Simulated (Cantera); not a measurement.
A freely propagating, adiabatic, planar premixed flame of H2 : O2 : N2 = 1 : 0.333 : 1.25 (molar parts), equivalence ratio 1.5, unburnt at 375 K and 1.01 bar; mixture-averaged transport, grid criteria slope 0.08 and curve 0.16, no radiation.

Computed with Cantera and the H2/O2 subset of GRI-Mech 3.0, which has no nitrogen chemistry. Burning velocities carry a grid error of a few per cent, more on coarse grids.

x: mole fraction of selected species; z is measured from the peak of heat release.

```tsv
z (mm)	T (K)	u (m/s)	x H2	x O2	x H2O2	x H	x OH	x HO2
-1.07	375	4.29	0.387	0.129	<1e-8	<1e-8	<1e-8	<1e-8
-0.716	375	4.29	0.387	0.129	<1e-8	<1e-8	<1e-8	<1e-8
-0.537	375	4.29	0.387	0.129	<1e-8	<1e-8	<1e-8	<1e-8
-0.358	375	4.29	0.387	0.129	<1e-8	<1e-8	<1e-8	2.27e-8
-0.179	390	4.43	0.383	0.130	?	?	?	?
-0.0895	670	7.38	0.347	0.124	7.97e-5	0.00463	0.00112	0.000294
0	1133	12.1	0.255	0.0915	7.84e-6	0.0349	0.00210	9.87e-5
0.0895	1451	15.3	0.160	0.0356	2.30e-6	0.0685	0.00548	3.43e-5
0.179	1603	16.8	0.125	0.0117	1.47e-6	0.0766	0.00735	1.07e-5
0.358	1742	18.1	0.120	0.00428	8.53e-7	0.0682	0.00864	3.67e-6
0.716	1880	19.4	0.126	?	?	?	0.00898	?
1.43	2011	20.5	0.131	0.00165	2.29e-7	0.0387	0.00829	1.28e-6
2.86	2120	21.4	0.136	0.000846	1.20e-7	0.0264	0.00676	6.85e-7
```

Problem. Some entries are withheld; supply them.

Solution. 
- -0.179, x H2O2: 5.66e-6
- -0.179, x H: 7.41e-6
- -0.179, x OH: 1.28e-5
- -0.179, x HO2: 0.000110
- 0.716, x O2: 0.00273
- 0.716, x H2O2: 4.46e-7
- 0.716, x H: 0.0533
- 0.716, x HO2: 2.18e-6
